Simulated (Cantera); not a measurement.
Input: 1 mol V, 3.7 mol H₂O, at 9100 Pa.

Cantera equilibrium calculation (NASA polynomials, part measured and part estimated; ideal gas, pure solids and liquids). Candidate condensed phases: H₂O, V, VO, V₂O₃, V₂O₄, V₂O₅; 12 gas species. Condensed phases not in the tables: the oxides between V₂O₃ and V₂O₅ other than VO₂. Equilibrium is a limit: real reactors are often held back by kinetics, nucleation or transport.

Task: At 2048 K, list the 5 most abundant gas species with their mole fractions, and the condensed phases.

Result: H₂O 0.590, H₂ 0.403, H 0.00471, VO₂ 0.00196, OH 0.000752. Condensed: V₂O₃(s).
